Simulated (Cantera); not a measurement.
# Abatement and gas-phase synthesis: S + SO₂

A closed system holds: 1 mol S, 0.8 mol SO₂, equilibrated at 10.0 Torr.

Method: chemical equilibrium by Gibbs-energy minimisation in Cantera with the NASA 1993 tables (ideal gas, pure condensed phases). Candidate condensed phases: S; 10 gas species. Gases not in the tables: S₃ to S₇. The numbers say what is thermodynamically allowed, not how fast it happens.

From 1048 K to 1698 K nothing is condensed.

| T (K) | x SO₂ | x S₂ | x SO | x S₂O | x S |
|---|---|---|---|---|---|
| 1048 | 0.613 | 0.380 | 0.000233 | 0.00734 | 1.21e-7 |
| 1098 | 0.613 | 0.380 | 0.000440 | 0.00719 | 3.76e-7 |
| 1148 | 0.612 | 0.380 | 0.000785 | 0.00706 | 1.05e-6 |
| 1198 | 0.612 | 0.380 | 0.00134 | 0.00694 | 2.72e-6 |
| 1248 | 0.612 | 0.379 | 0.00218 | 0.00683 | 6.49e-6 |
| 1298 | 0.611 | 0.379 | 0.00341 | 0.00673 | 1.45e-5 |
| 1348 | 0.610 | 0.378 | 0.00517 | 0.00662 | 3.05e-5 |
| 1398 | 0.608 | 0.378 | 0.00760 | 0.00653 | 6.09e-5 |
| 1448 | 0.606 | 0.377 | 0.0109 | 0.00643 | 0.000116 |
| 1498 | 0.603 | 0.375 | 0.0152 | 0.00632 | 0.000211 |
| 1548 | 0.600 | 0.373 | 0.0207 | 0.00622 | 0.000369 |
| 1598 | 0.595 | 0.371 | 0.0276 | 0.00610 | 0.000624 |
| 1648 | 0.589 | 0.367 | 0.0362 | 0.00598 | 0.00102 |
| 1698 | 0.582 | 0.364 | 0.0466 | 0.00585 | 0.00162 |
x: gas mole fraction; nothing condenses.
